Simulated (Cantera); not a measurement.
Input: 1 mol CaCO₃, 0.3 mol H₂, at 0.000270 bar.

Cantera equilibrium calculation (NASA polynomials, part measured and part estimated; ideal gas, pure solids and liquids). Candidate condensed phases: C, C₆H₆, C₇H₈, C₈H₁₈, Ca, CaCO₃, CaO, Ca(OH)₂, H₂O; 115 gas species. Rates play no part. All values below are at 1025 K.

Base state: CO₂ 0.600, CO 0.169, H₂O 0.169, H₂ 0.0617 (mole fractions); condensed: CaO(s).

Problem. What changes in the equilibrium state with this change: H₂ from 0.3 to 0.035 mol?

Solution. 
```csv
species,before,after
CO₂,0.600,0.934
H₂O,0.169,0.0324
CO,0.169,0.0324
H₂,0.0617,0.00145
"CaO(s), mol",1.00,1.00
```
